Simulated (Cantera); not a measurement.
A closed system holds: 1 mol V₂O₃, 5.1 mol H₂, held at 1025 K and 0.0100 bar.

Cantera equilibrium calculation (NASA polynomials, part measured and part estimated; ideal gas, pure solids and liquids). Candidate condensed phases: H₂O, V, VO, V₂O₃, V₂O₄, V₂O₅; 12 gas species. Mutual solubility and eutectic melting of coexisting phases are not modelled. VO: taken at fixed stoichiometry. Condensed phases not in the tables: the oxides between V₂O₃ and V₂O₅ other than VO₂. The numbers say what is thermodynamically allowed, not how fast it happens.

Q: What is the equilibrium state?

A: 
```
Quantity                                   Value
----------------------------------  ------------
x(H₂)                                      1.000
x(H₂O)                                   7.46e-5
n(VO(s))                            0.000761 mol
n(V₂O₃(s))                             1.000 mol
gas amount                             5.100 mol
log10 activity of V(s) (absent)            -3.55
log10 activity of V₂O₅(l) (absent)        -19.44
```
